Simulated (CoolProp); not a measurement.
The fluid at 368.28 K and 9.15 MPa flows at 0.16 m/s in a round tube of 100 mm bore and 0.25 µm roughness, fully developed (64/Re and Nu = 3.66 if laminar; Colebrook and Gnielinski if turbulent). The same conditions are run with several fluids, on thermodynamics alone (safety and materials aside).

Model: reference Helmholtz-energy equation of state of each fluid (nitrogen: Span 2000; oxygen: Schmidt 1985; dry air: Lemmon 2000; carbon dioxide: Span 1996; methane: Setzmann 1991), in CoolProp. Blends and air are pseudo-pure fits.

| fluid | Reynolds number | Darcy friction factor | pressure drop (Pa/m) | heat-transfer coefficient (W/(m² K)) | mass flow (kg/h) |
|---|---|---|---|---|---|
| nitrogen | 58600 | 0.0202 | 0.210 | 41.4 | 368 |
| oxygen | 58900 | 0.0202 | 0.248 | 43.5 | 435 |
| dry air | 58800 | 0.0202 | 0.219 | 41.8 | 384 |
| carbon dioxide | 130000 | 0.0170 | 0.378 | 85.7 | 783 |
| methane | 54100 | 0.0205 | 0.133 | 61.2 | 228 |

Above 300 K oxygen's equation is extrapolated.

Transport values come from each fluid's own correlations.
